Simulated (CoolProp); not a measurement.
Aqueous methanol as a coolant, at 24 °C, 1 atm.

Values from CoolProp's Melinder's fits for secondary coolants.

```csv
mass %,freezing point (°C),density (kg/m³),Prandtl number,conductivity (W/(m K)),cp (kJ/(kg K))
3.4,-2.0,991.3,7.16,0.584,4.192
8,…,983.6,8.45,0.556,4.196
12.6,-8.6,976.5,9.80,0.529,4.174
17.2,-12.5,969.6,11.2,…,4.138
21.8,…,962.5,12.5,0.478,4.094
26.4,-21.6,955.3,13.7,0.454,4.044
31,-26.9,947.9,14.8,0.430,3.986
35.5,-32.5,940.2,15.6,0.408,3.920
40.1,-38.8,932.0,16.2,0.387,…
44.7,-45.8,923.5,16.5,0.368,3.745
```

Some entries are withheld; supply them.


- 8, freezing point (°C): -5.1
- 17.2, conductivity (W/(m K)): 0.503
- 21.8, freezing point (°C): -16.8
- 40.1, cp (kJ/(kg K)): 3.840
